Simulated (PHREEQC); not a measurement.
A solution holds 0.21 mol/kgw KH2PO4, 0.017 mol/kgw KOH and 0.68 mol/kgw NaCl, at 25 °C. Closed to the air; pH follows from the charge balance.

Model: ion-association model, wateq4f.dat, run in PHREEQC.

Precipitation was switched off in this run.

### Question
What pH does the model give?

### Answer
pH 5.46.

### Question
In which forms is P present?

### Answer
H2PO4- 92 %, HPO4-2 6.2 %, NaHPO4- 1.5 % of the P.

Ionic strength above about 0.7 mol/kgw puts this run outside the model's range. H3PO4, which wateq4f.dat lacks, is added to it with the constant of phreeqc.dat.
